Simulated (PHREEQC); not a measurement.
## Leach liquor: an equilibrium model

Dissolve 0.0037 mol H2SO4, 0.11 mol CuSO4 and 9.4e-05 mol MnSO4 per kg of water at 80 °C. Closed to the air; pH follows from the charge balance.

All values are PHREEQC results (ion-association model, wateq4f.dat), not measurements.

Each row changes one thing in this solution. Precipitation was switched off in this run.

```csv
case,pH,ionic strength (mol/kgw),Cu+2 (mol/kgw),CuSO4 (mol/kgw),SO4-2 (mol/kgw),HSO4- (mol/kgw),SI of Chalcanthite (CuSO4:5H2O),SI of Tenorite (CuO)
as made,3.07,0.220,0.0554,0.0546,0.0528,0.00632,-1.22,-1.54
diluted 2-fold with water,3.21,0.119,0.0297,0.0253,0.0287,0.00295,-1.56,-1.44
CuSO4 from 0.11 to 0.22 mol/kgw,3.24,0.411,0.103,0.117,0.100,0.00670,-0.88,-1.02
CuSO4 from 0.11 to 0.121 mol/kgw,(withheld),0.239,0.0602,0.0607,0.0576,0.00637,-1.17,(withheld)
H2SO4 from 0.0037 to 0.00407 mol/kgw,3.03,0.220,0.0555,0.0545,0.0526,0.00694,-1.22,-1.63
```

**Question.** Fill in the missing entries.

**Answer.** 
- CuSO4 from 0.11 to 0.121 mol/kgw, pH: 3.10
- CuSO4 from 0.11 to 0.121 mol/kgw, SI of Tenorite (CuO): -1.47

Complexes and solids missing from the database can't appear. Constants without temperature data keep their 25 °C values here.
